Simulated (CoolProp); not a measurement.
Vapour-liquid equilibrium of propane (1) + R134a (2) at 11.7 bar; x and y are mole fractions of (1).

Computed with CoolProp (multi-fluid Helmholtz-energy mixture model, Lemmon 2009 and Tillner-Roth 1994; pair parameters Bell 2016).

```
x     bubble temperature (K)  y at the bubble point  dew temperature at overall composition x (K)  liquid density (mol/L)
----  ----------------------  ---------------------  --------------------------------------------  ----------------------
0.05                   313.0                  0.146                                         316.6                   11.10
0.15                   305.7                  0.335                                         312.9                   11.13
0.25                   301.7                  0.440                                         309.0                   11.07
0.35                   299.5                  0.505                                         305.1                   10.97
0.45                   298.3                  0.551                                         301.3                   10.89
0.55                   297.7                  0.592                                         298.3                   10.83
0.65                   297.6                  0.635                                         297.7                   10.82
0.75                   298.1                  0.689                                         299.3                   10.84
0.85                   299.7                  0.767                                         301.9                   10.88
0.95                   303.3                  0.898                                         304.9                   10.89
```

y crosses x between x = 0.55 and 0.65: the model has an azeotrope there.

The pair parameters rest on a limited set of measurements; away from them the model extrapolates. With so large a gap from Raoult's law the liquid may split in two, which this calculation doesn't test in full.
